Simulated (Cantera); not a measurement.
A Cantera script and what it prints.

```python
import numpy as np
import cantera as ct

gas_names = """
    F F2 N NF NF2 NF3 N2 Si SiF SiF2 SiF3 SiF4 SiN Si2 Si2N Si3
""".split()
cond_names = """
    Si(cr) Si(L) Si3N4(a)
""".split()


# ... load() reads the species with a 1 bar reference pressure and builds the phases ...
atoms = {
    'Si': {'Si': 1},
    'F2': {'F': 2},
    'N2': {'N': 2},
}
top_T = {'Si3N4(a)': 2400}  # K; cautious upper limits of use, not melting points


# ... equilibrate(T, P, feed) seeds the gas with the atoms and calls Mixture.equilibrate('TP', solver="vcs", rtol=1e-11, max_steps=5000) ...
results = []
feed = {'Si': 1, 'F2': 3.3, 'N2': 8.5}  # mol
P = 25000  # Pa
for T in [1000, 1050, 1100, 1150, 1200, 1250, 1300, 1350, 1400, 1450]:
    mix = equilibrate(T, P, feed)
    results.append((T, P, feed, dict(zip(mix.species_names, mix.species_moles))))
    x = sorted(zip(gas.X, gas.species_names), reverse=True)
    print(f"T = {T:g} K  P = {P:g} Pa  gas = {mix.phase_moles(0):.4g} mol")
    print("   x: " + "  ".join(f"{s} {v:.3e}" for v, s in x if v > 0.0001))
    print("   condensed (mol): " + ("  ".join(f"{mix.phase(i).name} {mix.phase_moles(i):.4g}"
          for i in range(1, mix.n_phases) if mix.phase_moles(i) > 1e-12) or "none"))
```

It prints:

```
T = 1000 K  P = 25000 Pa  gas = 11.09 mol
   x: N2 7.651e-01  SiF4 9.015e-02  F2 8.522e-02  F 5.729e-02  NF3 2.218e-03
   condensed (mol): none
T = 1050 K  P = 25000 Pa  gas = 11.27 mol
   x: N2 7.540e-01  SiF4 8.876e-02  F 8.442e-02  F2 7.195e-02  NF3 8.166e-04
   condensed (mol): none
T = 1100 K  P = 25000 Pa  gas = 11.45 mol
   x: N2 7.421e-01  F 1.144e-01  SiF4 8.732e-02  F2 5.590e-02  NF3 2.842e-04
   condensed (mol): none
T = 1150 K  P = 25000 Pa  gas = 11.63 mol
   x: N2 7.307e-01  F 1.433e-01  SiF4 8.597e-02  F2 3.996e-02
   condensed (mol): none
T = 1200 K  P = 25000 Pa  gas = 11.79 mol
   x: N2 7.211e-01  F 1.675e-01  SiF4 8.484e-02  F2 2.651e-02
   condensed (mol): none
T = 1250 K  P = 25000 Pa  gas = 11.9 mol
   x: N2 7.142e-01  F 1.851e-01  SiF4 8.402e-02  F2 1.665e-02
   condensed (mol): none
T = 1300 K  P = 25000 Pa  gas = 11.98 mol
   x: N2 7.096e-01  F 1.967e-01  SiF4 8.349e-02  F2 1.017e-02
   condensed (mol): none
T = 1350 K  P = 25000 Pa  gas = 12.03 mol
   x: N2 7.068e-01  F 2.039e-01  SiF4 8.316e-02  F2 6.174e-03
   condensed (mol): none
T = 1400 K  P = 25000 Pa  gas = 12.05 mol
   x: N2 7.051e-01  F 2.081e-01  SiF4 8.296e-02  F2 3.788e-03
   condensed (mol): none
T = 1450 K  P = 25000 Pa  gas = 12.07 mol
   x: N2 7.041e-01  F 2.106e-01  SiF4 8.284e-02  F2 2.368e-03
   condensed (mol): none
```

These are equilibrium values from Cantera (NASA tables, ideal gas, pure condensed phases), not measurements of a reactor.
